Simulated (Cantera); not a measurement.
Input: 1 mol C2H6, 0.041 mol H2O, 1.6 mol N2, equilibrated at 11.0 bar.

Equilibrium computed with Cantera from the NASA thermochemical tables; the gas is ideal and each condensed phase is pure. Candidate condensed phases: C, C6H6, C7H8, C8H18, H2O; 136 gas species. Rates play no part. All values below are at 2698 K.

Base state: H2 0.596, N2 0.312, HCN 0.0483, C2H2 (acetylene) 0.0140, H 0.0131, CO 0.00870, HNC 0.00698, CH4 0.000437 (mole fractions); condensed: C(graphite).

### Question
What changes in the equilibrium state with this change: H2O from 0.041 to 1.3 mol?

### Answer
```tsv
species	before	after
H2	0.596	0.552
N2	0.312	0.200
CO	0.00870	0.179
HCN	0.0483	0.0372
C2H2 (acetylene)	0.0140	0.0129
H	0.0131	0.0126
H2O	8.83e-7	1.69e-5
C2N2	7.28e-5	4.66e-5
CH3CN	1.59e-5	1.13e-5
C(graphite), mol	1.56	0.195
```
